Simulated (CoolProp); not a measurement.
Vapour-liquid equilibrium of propane (1) + cyclopropane (2) at 33.15 °C; x and y are mole fractions of (1).

Model: multi-fluid Helmholtz-energy mixture model, Lemmon 2009 and Polt 1992; pair parameters Bell 2016, in CoolProp. This equation is an older, rougher fit; its heat capacities, sound speeds and derivatives of the liquid may be far off and weren't checked against measurements.

Problem. Give the bubble pressure and the first vapour's composition at x = 0.2, 0.35, 0.8. Is there an azeotrope?

Solution. x = 0.2: 0.9913 MPa, y = 0.258; x = 0.35: 1.049 MPa, y = 0.415; x = 0.8: 1.155 MPa, y = 0.814. No azeotrope shows between x = 0.05 and 0.95.

Pair parameters are fitted to limited data, so mixtures are less certain than the pure fluids.
